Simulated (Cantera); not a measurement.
Cantera run:

```python
import numpy as np
import cantera as ct

gas_names = """
    Cu CuO Cu2 H HO2 H2 H2O H2O2 O OH O2 O3
""".split()
cond_names = """
    Cu(cr) Cu(L) CuO(s) CuO2H2(s) Cu2O(s) Cu2O(L) H2O(s) H2O(L)
""".split()


def load(file, names, dense=False):
    # The tables refer to 1 bar. Condensed volumes are neglected.
    table = {s.name: s for s in ct.Species.list_from_file(file)}
    out = []
    for n in names:
        d = dict(table[n].input_data)
        d["thermo"] = dict(d["thermo"], **{"reference-pressure": 1e5})
        if dense:
            d["equation-of-state"] = {"model": "constant-volume", "density": "1e6 g/cm^3"}
        out.append(ct.Species.from_dict(d))
    return out


gas = ct.Solution(thermo="ideal-gas", species=load("nasa_gas.yaml", gas_names))
cond = {s.name: ct.Solution(thermo="fixed-stoichiometry", species=[s], name=s.name)
        for s in load("nasa_condensed.yaml", cond_names, dense=True)}
atoms = {
    'Cu2O': {'Cu': 2, 'O': 1},
    'H2': {'H': 2},
    'H2O': {'H': 2, 'O': 1},
}
top_T = {'CuO(s)': 1390}  # K; cautious upper limits of use, not melting points


def equilibrate(T, P, feed):
    n = {}
    for name, mol in feed.items():
        for a, k in atoms[name].items():
            n[a] = n.get(a, 0.0) + k * mol
    gas.TPX = T, P, n
    mass = sum(n.values()) * gas.mean_molecular_weight
    gas.equilibrate("TP")
    valid = [c for c in cond.values() if c.min_temp <= T <= top_T.get(c.name, c.max_temp)]
    mix = ct.Mixture([(gas, mass / gas.mean_molecular_weight)] + [(c, 0.0) for c in valid])
    mix.T, mix.P = T, P
    mix.equilibrate("TP", solver="vcs", rtol=1e-11, max_steps=5000)
    return mix


results = []
feed = {'Cu2O': 1, 'H2': 0.54, 'H2O': 1.8}  # mol
T = 873  # K
P = 1333.22  # Pa
mix = equilibrate(T, P, feed)
results.append((T, P, feed, dict(zip(mix.species_names, mix.species_moles))))
x = sorted(zip(gas.X, gas.species_names), reverse=True)
print(f"T = {T:g} K  P = {P:g} Pa  gas = {mix.phase_moles(0):.4g} mol")
print("   x: " + "  ".join(f"{s} {v:.3e}" for v, s in x if v > 0.001))
print("   condensed (mol): " + ("  ".join(f"{mix.phase(i).name} {mix.phase_moles(i):.4g}"
      for i in range(1, mix.n_phases) if mix.phase_moles(i) > 1e-12) or "none"))
```

It prints:

```
T = 873 K  P = 1333.22 Pa  gas = 2.34 mol
   x: H2O 1.000e+00
   condensed (mol): Cu(cr) 1.08  Cu2O(s) 0.46
```

Equilibrium computed with Cantera from the NASA thermochemical tables; the gas is ideal and each condensed phase is pure.
